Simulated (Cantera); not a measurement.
An isothermal, constant-pressure homogeneous reactor starts with C₂H₄ : H₂ = 1 : 5 (molar parts), at 1173 K and 1.28 atm.

Detailed kinetics in Cantera: GRI-Mech 3.0 (53 species, 325 reactions). GRI-Mech 3.0 was tuned for natural gas; its chemistry of ethylene as a main component is partial and can be far from experiment. GRI-Mech 3.0 stops at C3 and has no aromatics, soot or wall deposition, so with more carbon than oxygen in the feed, carbon stays in small species such as C2H2 where larger ones or solid carbon would form.

Predict: x(C₂H₄) at 20.0 s; x(H₂) at 20.0 s; x(CH₄) at 20.0 s; x(CH₃) at 20.0 s.


| Property | Result |
|---|---|
| x(C₂H₄) at 20.0 s | 0.0156 (gas-phase equilibrium 0.00103) |
| x(H₂) at 20.0 s | 0.626 (gas-phase equilibrium 0.602) |
| x(CH₄) at 20.0 s | 0.354 (gas-phase equilibrium 0.397) |
| x(CH₃) at 20.0 s | 3.15e-6 (gas-phase equilibrium 1.01e-6) |
